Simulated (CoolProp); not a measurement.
R113 along the isobar 1.4 MPa: fugacity coefficient from the reference equation and from simpler models built on Tc = 487.2 K, pc = 3.392 MPa, ω = 0.253; each cubic takes its own stable root.

Computed with CoolProp (reference Helmholtz-energy equation of state, Marx 1992).

```tsv
T (K)	phase	reference
277.3	liquid	0.01387
288.6	liquid	0.02279
299.9	liquid	0.03575
311.2	liquid	0.05382
322.4	liquid	0.07789
333.7	liquid	0.1095
345	liquid	0.1496
356.2	liquid	0.1985
367.5	liquid	0.2581
378.8	liquid	0.3284
390	liquid	0.4090
401.3	liquid	0.5014
412.6	liquid	0.6046
```

Question: How far does each simpler model (van der Waals, Redlich-Kwong, Peng-Robinson) lie from the reference over these 13 states: mean and median of the absolute difference, and the worst?

Answer: 
- van der Waals: mean 324.5 %, median 210.5 %, worst +1040.6 % at 277.3 K and 1.4 MPa
- Redlich-Kwong: mean 56.3 %, median 50.6 %, worst +112.8 % at 277.3 K and 1.4 MPa
- Peng-Robinson: mean 1.0 %, median 0.9 %, worst +2.8 % at 277.3 K and 1.4 MPa

At some of these states van der Waals gives the other phase, because its saturation line lies elsewhere.
